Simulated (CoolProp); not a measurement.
The numbers come from the reference Helmholtz-energy equation of state, Akasaka 2023 in CoolProp.

Q: Give the vapour pressure (bar), liquid density (kg/m³), vapour density (kg/m³), enthalpy of vaporisation (kJ/kg) of saturated R1224YDZ at 325.1, 343, 390.5 K.

A: 
```json
[
 {"T (K)": "325.1", "p (bar)": "3.50", "liquid density (kg/m³)": "1280", "vapour density (kg/m³)": "21.6", "enthalpy of vaporisation (kJ/kg)": "150"},
 {"T (K)": "343", "p (bar)": "5.71", "liquid density (kg/m³)": "1220", "vapour density (kg/m³)": "35.0", "enthalpy of vaporisation (kJ/kg)": "140"},
 {"T (K)": "390.5", "p (bar)": "16.6", "liquid density (kg/m³)": "1030", "vapour density (kg/m³)": "112", "enthalpy of vaporisation (kJ/kg)": "101"}
]
```
